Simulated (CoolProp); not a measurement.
Saturation properties of methane (Tc = 190.6 K, pc = 4.599 MPa, ω = 0.011).

Model: reference Helmholtz-energy equation of state, Setzmann 1991, in CoolProp.

```json
[
 {"T (K)": "146.1", "p (MPa)": "0.8678", "enthalpy of vaporisation (kJ/kg)": "426.1", "liquid cp (kJ/(kg K))": "3.943", "surface tension (mN/m)": "6.47", "liquid viscosity (µPa s)": "61.3", "liquid conductivity (mW/(m K))": "135"},
 {"T (K)": "150.1", "p (MPa)": "1.045", "enthalpy of vaporisation (kJ/kg)": "412.2", "liquid cp (kJ/(kg K))": "4.050", "surface tension (mN/m)": "5.77", "liquid viscosity (µPa s)": "57.3", "liquid conductivity (mW/(m K))": "129"},
 {"T (K)": "154.1", "p (MPa)": "1.246", "enthalpy of vaporisation (kJ/kg)": "397.2", "liquid cp (kJ/(kg K))": "4.181", "surface tension (mN/m)": "5.08", "liquid viscosity (µPa s)": "(withheld)", "liquid conductivity (mW/(m K))": "123"},
 {"T (K)": "158.1", "p (MPa)": "1.474", "enthalpy of vaporisation (kJ/kg)": "380.7", "liquid cp (kJ/(kg K))": "(withheld)", "surface tension (mN/m)": "4.41", "liquid viscosity (µPa s)": "49.8", "liquid conductivity (mW/(m K))": "(withheld)"},
 {"T (K)": "162.2", "p (MPa)": "1.737", "enthalpy of vaporisation (kJ/kg)": "(withheld)", "liquid cp (kJ/(kg K))": "4.557", "surface tension (mN/m)": "3.74", "liquid viscosity (µPa s)": "(withheld)", "liquid conductivity (mW/(m K))": "112"},
 {"T (K)": "166.2", "p (MPa)": "2.025", "enthalpy of vaporisation (kJ/kg)": "341.8", "liquid cp (kJ/(kg K))": "4.831", "surface tension (mN/m)": "3.10", "liquid viscosity (µPa s)": "42.8", "liquid conductivity (mW/(m K))": "106"},
 {"T (K)": "170.2", "p (MPa)": "2.345", "enthalpy of vaporisation (kJ/kg)": "319.1", "liquid cp (kJ/(kg K))": "5.210", "surface tension (mN/m)": "2.49", "liquid viscosity (µPa s)": "39.4", "liquid conductivity (mW/(m K))": "100"},
 {"T (K)": "174.2", "p (MPa)": "2.701", "enthalpy of vaporisation (kJ/kg)": "293.1", "liquid cp (kJ/(kg K))": "5.766", "surface tension (mN/m)": "1.90", "liquid viscosity (µPa s)": "36.1", "liquid conductivity (mW/(m K))": "94.4"}
]
```

Problem. Complete the blanks.

Solution. 
- 154.1, liquid viscosity (µPa s): 53.4
- 158.1, liquid cp (kJ/(kg K)): 4.344
- 158.1, liquid conductivity (mW/(m K)): 118
- 162.2, enthalpy of vaporisation (kJ/kg): 362.0
- 162.2, liquid viscosity (µPa s): 46.2

It boils at 111.7 K under 1 atm.

Viscosity comes from a separate model (Quiñones-Cisneros 2006). Thermal conductivity comes from a separate model (Friend 1989). Surface tension comes from a separate correlation (Mulero 2012).
